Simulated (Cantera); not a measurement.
Gas mixture: O₂ = 0.81 (molar parts), at 11000 Pa, frozen composition.

Cantera's kinetic-theory transport with the Lennard-Jones parameters of GRI-Mech 3.0, ideal gas; thermal conductivity in the mixture-averaged form.

One state of this run: ρ (kg/m³) = 0.0470; cp (J/kg/K) = 1074; μ (µPa s) = 44.7; λ (mW/m/K) = 67.6; Pr = 0.710; D (cm²/s) OH = 19.3; D (cm²/s) C₂H₂ = 10.5; D (cm²/s) H₂O = 16.2. D: mixture-averaged diffusion coefficient of that species in the mixture.

Which value of T (K) does it belong to?
(A) 1100
(B) 700
(C) 900
(D) 400

C, 900
